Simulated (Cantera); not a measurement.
Standard-state values (1 bar) from the NASA 1993 polynomials, evaluated with Cantera. Values are per mole of reaction as written; species without (g) are pure solids or liquids, kept so even where they would boil at 1 bar. TiC: taken at fixed stoichiometry.

2 TiC + H2(g) ⇌ C2H2(g) + 2 Ti, with ΔH° = 596.4 kJ and ΔS° = 83.2 J/K at 300 K.

Q: How far is the shortcut ΔG° ≈ ΔH°(300 K) − T·ΔS°(300 K) from the full temperature-dependent value at 723, 873, 1023, 1173, 1323, 1473 K?

A: 
| T (K) | shortcut (kJ) | full (kJ) | difference (kJ) | difference in log10 K | condensed phases |
|---|---|---|---|---|---|
| 723 | 536.2 | 537.7 | -1.5 | 0.11 | TiC(s), Ti(α) |
| 873 | 523.7 | 526.3 | -2.6 | 0.15 | TiC(s), Ti(α) |
| 1023 | 511.3 | 515.0 | -3.8 | 0.19 | TiC(s), Ti(α) |
| 1173 | 498.8 | 503.6 | -4.8 | 0.21 | TiC(s), Ti(β) |
| 1323 | 486.3 | 491.1 | -4.9 | 0.19 | TiC(s), Ti(β) |
| 1473 | 473.8 | 478.8 | -5.0 | 0.18 | TiC(s), Ti(β) |
The shortcut ignores heat capacities and the phase changes listed.
